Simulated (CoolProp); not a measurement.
A simple Rankine cycle with the fluoroketone C6F12O (FK-5-1-12): condensing at 322.15 K, boiler at 0.39 MPa, turbine inlet 372.7 K, turbine efficiency 0.6, pump efficiency 0.7, no recuperator. Each further row changes one setting.

The numbers come from the reference Helmholtz-energy equation of state, McLinden 2015 in CoolProp.

| case | thermal efficiency (%) | net work (kJ/kg) | heat in (kJ/kg) | turbine exit temperature (K) | volume ratio over the turbine |
|---|---|---|---|---|---|
| as stated | 5.2 | 6.79 | 130 | 360.3 | 4.24 |
| turbine inlet 392.7 K | 4.9 | 7.33 | 149 | 380.8 | 4.13 |
| condensing temperature 314.15 K | 6.0 | 8.31 | 139 | 358.3 | 5.67 |
| boiler pressure 0.273 MPa | 3.9 | 5.19 | 132 | 364.3 | 2.83 |
| turbine efficiency 0.5 | 4.3 | 5.61 | 130 | 361.6 | 4.26 |
